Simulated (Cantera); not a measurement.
Cantera run:

```python
import numpy as np
import cantera as ct

gas_names = """
    C3H8 Ca C2H2,acetylene H2S CS2
""".split()
cond_names = """
    CaS(s)
""".split()


def load(file, names, dense=False):
    # The tables refer to 1 bar. Condensed volumes are neglected.
    table = {s.name: s for s in ct.Species.list_from_file(file)}
    out = []
    for n in names:
        d = dict(table[n].input_data)
        d["thermo"] = dict(d["thermo"], **{"reference-pressure": 1e5})
        if dense:
            d["equation-of-state"] = {"model": "constant-volume", "density": "1e6 g/cm^3"}
        out.append(ct.Species.from_dict(d))
    return out


species = {s.name: s for s in load("nasa_gas.yaml", gas_names) + load("nasa_condensed.yaml", cond_names)}
# Each term lists the table entries of one substance; the one whose range holds T is used.
reactions = {
    '2 C3H8(g) + 5 CaS = 5 Ca(g) + 3 C2H2(g) + 5 H2S(g)':
        [(-2, ['C3H8']), (-5, ['CaS(s)']), (5, ['Ca']), (3, ['C2H2,acetylene']), (5, ['H2S'])],
    '5 CaS + C2H2(g) = 2 CS2(g) + 5 Ca(g) + H2S(g)':
        [(-5, ['CaS(s)']), (-1, ['C2H2,acetylene']), (2, ['CS2']), (5, ['Ca']), (1, ['H2S'])],
}


def pick(names, T):
    return next(species[n] for n in names if species[n].thermo.min_temp <= T <= species[n].thermo.max_temp)


results = []
for label, terms in reactions.items():
    print(label)
    print("     T/K   dH/kJ  dS/(J/K)   dG/kJ   log10 K")
    for T in [1923, 2023, 2123, 2223, 2323, 2423, 2523, 2623]:
        used = [(nu, pick(names, T)) for nu, names in terms]
        dH = sum(nu * s.thermo.h(T) for nu, s in used) / 1e6
        dS = sum(nu * s.thermo.s(T) for nu, s in used) / 1e3
        dG = dH - T * dS / 1e3
        logK = -dG * 1e6 / (ct.gas_constant * T * np.log(10))
        results.append((label, T, dH, dS, dG, logK, [s.name for _, s in used]))
        print(f"{T:8g} {dH:8.1f} {dS:8.1f} {dG:8.1f} {logK:8.2f}")
```

Result:

```
2 C3H8(g) + 5 CaS = 5 Ca(g) + 3 C2H2(g) + 5 H2S(g)
     T/K   dH/kJ  dS/(J/K)   dG/kJ   log10 K
    1923   3924.6   1480.1   1078.3   -29.29
    2023   3913.2   1474.4    930.6   -24.03
    2123   3901.7   1468.8    783.4   -19.27
    2223   3890.1   1463.5    636.8   -14.96
    2323   3878.3   1458.3    490.7   -11.03
    2423   3866.5   1453.3    345.1    -7.44
    2523   3854.7   1448.5    200.0    -4.14
    2623   3842.9   1443.9     55.4    -1.10
5 CaS + C2H2(g) = 2 CS2(g) + 5 Ca(g) + H2S(g)
     T/K   dH/kJ  dS/(J/K)   dG/kJ   log10 K
    1923   3124.2    847.4   1494.7   -40.60
    2023   3115.6    843.0   1410.1   -36.41
    2123   3106.9    838.8   1326.0   -32.63
    2223   3098.0    834.8   1242.4   -29.19
    2323   3089.1    830.8   1159.1   -26.06
    2423   3080.1    827.0   1076.2   -23.20
    2523   3071.0    823.4    993.7   -20.57
    2623   3061.9    819.8    911.5   -18.15
```

Standard-state values (1 bar) from the NASA 1993 polynomials, evaluated with Cantera. Condensed species are held in their standard states even where they would react or evaporate.
